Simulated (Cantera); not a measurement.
A closed system holds: 1 mol CaCO3, 0.1 mol H2, equilibrated at 2150 K and 0.150 bar.

Cantera equilibrium calculation (NASA polynomials, part measured and part estimated; ideal gas, pure solids and liquids). Candidate condensed phases: C, C6H6, C7H8, C8H18, Ca, CaCO3, CaO, Ca(OH)2, H2O; 115 gas species. Equilibrium is a limit: real reactors are often held back by kinetics, nucleation or transport.

Base state: CO2 0.797, CO 0.104, H2O 0.0863, O2 0.00709, OH 0.00259, H2 0.00219, H 0.000510, O 0.000425 (mole fractions); condensed: CaO(s).

**Question.** What changes in the equilibrium state with this change: H2 from 0.1 to 0.4 mol?

**Answer.** 
| species | before | after |
|---|---|---|
| CO2 | 0.797 | 0.455 |
| CO | 0.104 | 0.258 |
| H2O | 0.0863 | 0.255 |
| H2 | 0.00219 | 0.0282 |
| Ca(OH)2 | 2.60e-5 | 7.67e-5 |
| O2 | 0.00709 | 0.000372 |
| O | 0.000425 | 9.74e-5 |
| H | 0.000510 | 0.00183 |
| CaO(s), mol | 1.000 | 1.000 |

**Question.** What changes in the equilibrium state with this change: H2 from 0.1 to 6.5 mol?

**Answer.** 
```json
[
 {"species": "H2", "before": "0.00219", "after": "0.730"},
 {"species": "CO", "before": "0.104", "after": "0.128"},
 {"species": "H2O", "before": "0.0863", "after": "0.128"},
 {"species": "CO2", "before": "0.797", "after": "0.00440"},
 {"species": "CaOH", "before": "2.78e-6", "after": "5.08e-5"},
 {"species": "O2", "before": "0.00709", "after": "1.41e-7"},
 {"species": "Ca", "before": "1.77e-7", "after": "3.98e-5"},
 {"species": "O", "before": "0.000425", "after": "1.89e-6"},
 {"species": "H", "before": "0.000510", "after": "0.00930"},
 {"species": "OH", "before": "0.00259", "after": "0.000211"},
 {"species": "CaO(s), mol", "before": "1.000", "after": "0.999"}
]
```
